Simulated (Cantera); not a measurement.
A perfectly stirred reactor is fed with CH4 : H2 = 1 : 1.1 (molar parts), at 1330 Pa; it is held at 1525 K, and followed from long to short residence time.

Computed with Cantera and GRI-Mech 3.0 (53 species, 325 reactions). GRI-Mech 3.0 stops at C3 and has no aromatics, soot or wall deposition, so with more carbon than oxygen in the feed, carbon stays in small species such as C2H2 where larger ones or solid carbon would form. Radical loss at walls, strong at low pressure, is not modelled.

### Question
What does this change do: pressure from 1330 Pa to 270 Pa?

### Answer
```tsv
quantity	before	after
x(CH4) at τ = 27.0 s	0.104	0.141
x(H2) at τ = 27.0 s	0.770	0.745
x(C2H4) at τ = 27.0 s	0.000631	0.000909
x(CH2) at τ = 27.0 s	3.41e-8	1.20e-7
x(C2H) at τ = 27.0 s	4.03e-8	6.21e-8
x(CH4) at τ = 24.0 ms	0.475	0.476
x(H2) at τ = 24.0 ms	0.524	0.524
x(C2H4) at τ = 24.0 ms	0.000101	1.10e-6
x(CH2) at τ = 24.0 ms	9.05e-9	4.98e-10
x(C2H) at τ = 24.0 ms	<1e-12	<1e-12
```
